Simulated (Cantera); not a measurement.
A perfectly stirred reactor is fed with 0.918 % CH2O, 0.385 % O2, 98.7 % N2, equivalence ratio 2.4, at 6.80 bar; it is held at 1550 K, and followed from long to short residence time.

Cantera simulation using GRI-Mech 3.0 (53 species, 325 reactions); the numbers are that mechanism's predictions, not measurements.

x: mole fraction; the columns are a selection and need not sum to one.

```json
[
 {"τ (s)": "0.57", "x CH2O": "2.63e-7", "x O2": "3.59e-6", "x CH4": "___", "x H2": "0.00416", "x H2O": "0.00495"},
 {"τ (s)": "0.26", "x CH2O": "3.94e-7", "x O2": "5.37e-6", "x CH4": "___", "x H2": "0.00414", "x H2O": "0.00496"},
 {"τ (s)": "0.12", "x CH2O": "5.88e-7", "x O2": "8.02e-6", "x CH4": "___", "x H2": "0.00412", "x H2O": "0.00496"},
 {"τ (s)": "0.057", "x CH2O": "8.68e-7", "x O2": "1.19e-5", "x CH4": "___", "x H2": "0.00409", "x H2O": "0.00497"},
 {"τ (s)": "0.026", "x CH2O": "1.32e-6", "x O2": "1.81e-5", "x CH4": "___", "x H2": "0.00405", "x H2O": "0.00498"},
 {"τ (s)": "0.012", "x CH2O": "2.01e-6", "x O2": "2.76e-5", "x CH4": "___", "x H2": "0.00399", "x H2O": "0.00500"},
 {"τ (s)": "0.0056", "x CH2O": "3.08e-6", "x O2": "4.28e-5", "x CH4": "___", "x H2": "0.00391", "x H2O": "0.00503"},
 {"τ (s)": "0.0026", "x CH2O": "4.84e-6", "x O2": "6.79e-5", "x CH4": "___", "x H2": "0.00381", "x H2O": "0.00506"},
 {"τ (s)": "0.0012", "x CH2O": "7.88e-6", "x O2": "0.000112", "x CH4": "___", "x H2": "0.00368", "x H2O": "0.00510"},
 {"τ (s)": "0.00056", "x CH2O": "1.33e-5", "x O2": "0.000190", "x CH4": "___", "x H2": "0.00356", "x H2O": "0.00513"}
]
```

Problem. What belongs in the gaps?

Solution. 
- 0.57, x CH4: 6.42e-9
- 0.26, x CH4: 1.03e-8
- 0.12, x CH4: 1.64e-8
- 0.057, x CH4: 2.53e-8
- 0.026, x CH4: 3.92e-8
- 0.012, x CH4: 5.96e-8
- 0.0056, x CH4: 8.99e-8
- 0.0026, x CH4: 1.35e-7
- 0.0012, x CH4: 2.01e-7
- 0.00056, x CH4: 2.89e-7
